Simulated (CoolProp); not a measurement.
A simple Rankine cycle with cyclopropane: condensing at 308.15 K, boiler at 2.31 MPa, turbine inlet 388.6 K, turbine efficiency 0.9, pump efficiency 0.8, no recuperator. Each further row changes one setting.

Computed with CoolProp (reference Helmholtz-energy equation of state, Polt 1992). This equation is an older, rougher fit; its heat capacities, sound speeds and derivatives of the liquid may be far off and weren't checked against measurements.

```
case                             thermal efficiency (%)  net work (kJ/kg)  heat in (kJ/kg)  turbine exit temperature (K)  volume ratio over the turbine
-------------------------------  ----------------------  ----------------  ---------------  ----------------------------  -----------------------------
as stated                                           9.5              47.6              499                         345.6                           2.38
turbine inlet 408.6 K                               9.6              52.0              543                    (withheld)                           2.37
condensing temperature 300.15 K                    11.3              58.5       (withheld)                         336.3                           2.89
boiler pressure 1.62 MPa                            6.1              31.3              516                         363.9                     (withheld)
turbine efficiency 0.8                              8.4              42.0              499                         348.8                           2.42
```

Q: What belongs in the gaps?

A: 
- turbine inlet 408.6 K, turbine exit temperature (K): 367.2
- condensing temperature 300.15 K, heat in (kJ/kg): 518
- boiler pressure 1.62 MPa, volume ratio over the turbine: 1.68
